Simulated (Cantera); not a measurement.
A perfectly stirred reactor is fed with H2 : O2 = 0.29 : 1 (molar parts), equivalence ratio 0.14, at 4.58 Torr; it is held at 1150 K, and followed from long to short residence time.

Computed with Cantera and the H2/O2 subset of GRI-Mech 3.0, which has no nitrogen chemistry. Radical loss at walls, strong at low pressure, is not modelled. The temperature is held fixed by assumption; the heat of reaction is taken as removed at once.

What does this change do: temperature 1150 to 925 K?


| quantity | before | after |
|---|---|---|
| x(H2) at τ = 3.50 s | 0.000743 | 0.00166 |
| x(O2) at τ = 3.50 s | 0.743 | 0.746 |
| x(HO2) at τ = 3.50 s | 3.19e-6 | 6.70e-6 |
| x(H2O) at τ = 3.50 s | 0.250 | 0.251 |
| x(OH) at τ = 3.50 s | 0.00208 | 0.000532 |
| x(H2) at τ = 99.0 ms | 0.00636 | 0.0126 |
| x(O2) at τ = 99.0 ms | 0.715 | 0.736 |
| x(HO2) at τ = 99.0 ms | 5.28e-6 | 9.99e-6 |
| x(H2O) at τ = 99.0 ms | 0.225 | 0.228 |
| x(OH) at τ = 99.0 ms | 0.00628 | 0.00215 |
Below about 950 K walls govern HO2 and H2O2 in real vessels.

What does this change do: pressure from 4.58 Torr to 1.73 Torr?


| quantity | before | after |
|---|---|---|
| x(H2) at τ = 3.50 s | 0.000743 | 0.00210 |
| x(O2) at τ = 3.50 s | 0.743 | 0.734 |
| x(HO2) at τ = 3.50 s | 3.19e-6 | 1.78e-6 |
| x(H2O) at τ = 3.50 s | 0.250 | 0.244 |
| x(OH) at τ = 3.50 s | 0.00208 | 0.00390 |
| x(H2) at τ = 99.0 ms | 0.00636 | 0.0114 |
| x(O2) at τ = 99.0 ms | 0.715 | 0.675 |
| x(HO2) at τ = 99.0 ms | 5.28e-6 | 1.83e-6 |
| x(H2O) at τ = 99.0 ms | 0.225 | 0.185 |
| x(OH) at τ = 99.0 ms | 0.00628 | 0.00849 |
